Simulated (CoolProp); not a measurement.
Vapour pressure (bar) of acetone: the reference equation beside estimates from Tc = 235.0 °C, pc = 46.92 bar, ω = 0.307.

The numbers come from the reference Helmholtz-energy equation of state, Lemmon 2006 in CoolProp. It is a short technical equation, of lower accuracy than the large ones.

```
T (°C)  reference  van der Waals  Peng-Robinson
------  ---------  -------------  -------------
-3.75     0.07598          1.920        0.07490
21.45      0.2631          3.336            [?]
46.65      0.7260            [?]         0.7183
71.85       1.689          8.038          1.678
96.95       3.440            [?]          3.432
122.15      6.352            [?]          6.367
147.35        [?]          21.00          10.91
172.55      17.39            [?]          17.57
197.75      26.60            [?]          26.89
```

Question: What belongs in the gaps?

Answer: 
- 21.45, Peng-Robinson: 0.2595
- 46.65, van der Waals: 5.344
- 96.95, van der Waals: 11.49
- 122.15, van der Waals: 15.79
- 147.35, reference: 10.84
- 172.55, van der Waals: 27.18
- 197.75, van der Waals: 34.37

Absolute difference from the reference over all 9 rows, mean and median: van der Waals 574.3 and 234.0 %, Peng-Robinson 0.9 and 1.0 %.
